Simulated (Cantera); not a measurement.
Charge: 1 mol Si3N4, 0.0058 mol C, 0.52 mol H2, equilibrated at 7.50 Pa.

These are equilibrium values from Cantera (NASA tables, ideal gas, pure condensed phases), not measurements of a reactor. Candidate condensed phases: C, C6H6, C7H8, C8H18, Si, SiC, Si3N4; 105 gas species. The tables' values for SiN are old estimates; treat these amounts as uncertain. The numbers say what is thermodynamically allowed, not how fast it happens. All values below are at 2175 °C.

Base state: Si 0.498, N2 0.333, H 0.163, H2 0.00502, SiN 0.000272, SiC2 0.000218, CN 0.000196, Si2C 0.000152 (mole fractions); condensed: gas only.

Problem. What changes in the equilibrium state with this change: pressure from 7.50 Pa to 3.20 bar?

Solution. 
```json
[
 {"species": "N2", "before": "0.333", "after": "0.789"},
 {"species": "H2", "before": "0.00502", "after": "0.202"},
 {"species": "H", "before": "0.163", "after": "0.00500"},
 {"species": "Si", "before": "0.498", "after": "0.000997"},
 {"species": "C", "before": "4.74e-5", "after": "2.02e-9"},
 {"species": "SiH2", "before": "4.97e-8", "after": "0.000170"},
 {"species": "SiC2", "before": "0.000218", "after": "1.44e-6"},
 {"species": "Si(l), mol", "before": "0", "after": "2.99"}
]
```
Gases not in the tables: Si2H6 and higher silanes.
